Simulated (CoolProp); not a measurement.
Properties of propylene along the isotherm 123.55 °C.

The numbers come from the reference Helmholtz-energy equation of state, Lemmon 2013 in CoolProp.

```
p (bar)          phase  speed of sound (m/s)  Prandtl number  fugacity coefficient
-------  -------------  --------------------  --------------  --------------------
0.36               gas                 295.3           0.762                0.9979
0.529              gas                 295.1           0.762                0.9970
0.776              gas                 294.7           0.762                0.9955
1.14               gas                 294.3           0.762                0.9934
1.67               gas                 293.5           0.762                0.9904
2.45               gas                 292.5           0.763                0.9859
3.6                gas                 290.9           0.763                0.9794
5.29               gas                 288.6           0.765                0.9697
7.76               gas                 285.2           0.768                0.9557
11.4               gas                 280.0           0.776                0.9353
16.7               gas                 272.3           0.792                0.9059
24.5               gas                 260.5           0.828                0.8633
36                 gas                 241.9           0.922                0.8017
52.9     supercritical                 212.6            1.26                0.7131
77.6     supercritical                 225.2            2.49                0.5876
114      supercritical                 365.7            2.07                0.4643
```

Viscosity comes from a separate model (Huber 2003), an estimate that may be off by 10 % or more. Thermal conductivity comes from a separate model (Huber 2003), an estimate that may be off by 10 % or more.
